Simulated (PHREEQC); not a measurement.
Make-up at 8.7 °C: 0.12 mol LiCl per kg of water. It is in equilibrium with CO2 at log p = -3.4 (atm). Otherwise closed; pH follows from the charge balance.

Model: ion-association model, phreeqc.dat, run in PHREEQC.

Each row changes one thing in this solution. Precipitation was switched off in this run.

```json
[
 {"case": "as made", "pH": "5.55", "ionic strength (mol/kgw)": "0.120", "CO2 (mol/kgw)": "2.18e-5", "HCO3- (mol/kgw)": "3.41e-6", "CO3-2 (mol/kgw)": "7.97e-11"},
 {"case": "temperature from 8.7 to 25 °C", "pH": "5.60", "ionic strength (mol/kgw)": "0.120", "CO2 (mol/kgw)": "1.32e-5", "HCO3- (mol/kgw)": "3.07e-6", "CO3-2 (mol/kgw)": "1.22e-10"},
 {"case": "LiCl from 0.12 to 0.24 mol/kgw", "pH": "5.55", "ionic strength (mol/kgw)": "0.240", "CO2 (mol/kgw)": "2.12e-5", "HCO3- (mol/kgw)": "3.55e-6", "CO3-2 (mol/kgw)": "9.71e-11"},
 {"case": "LiCl from 0.12 to 0.18 mol/kgw", "pH": "5.55", "ionic strength (mol/kgw)": "0.180", "CO2 (mol/kgw)": "2.15e-5", "HCO3- (mol/kgw)": "3.49e-6", "CO3-2 (mol/kgw)": "8.94e-11"},
 {"case": "LiCl replaced by CaCl2 at the same molality", "pH": "5.49", "ionic strength (mol/kgw)": "0.360", "CO2 (mol/kgw)": "2.06e-5", "HCO3- (mol/kgw)": "3.19e-6", "CO3-2 (mol/kgw)": "8.38e-11"},
 {"case": "LiCl from 0.12 to 0.024 mol/kgw", "pH": "5.56", "ionic strength (mol/kgw)": "0.0240", "CO2 (mol/kgw)": "2.23e-5", "HCO3- (mol/kgw)": "3.11e-6", "CO3-2 (mol/kgw)": "5.37e-11"},
 {"case": "0.043 mol/kgw Na2SO4 added", "pH": "5.66", "ionic strength (mol/kgw)": "0.232", "CO2 (mol/kgw)": "2.12e-5", "HCO3- (mol/kgw)": "4.60e-6", "CO3-2 (mol/kgw)": "1.62e-10"},
 {"case": "temperature from 8.7 to 60 °C", "pH": "5.72", "ionic strength (mol/kgw)": "0.120", "CO2 (mol/kgw)": "6.37e-6", "HCO3- (mol/kgw)": "2.29e-6", "CO3-2 (mol/kgw)": "1.93e-10"}
]
```

Complexes and solids missing from the database can't appear. Constants without temperature data keep their 25 °C values here.
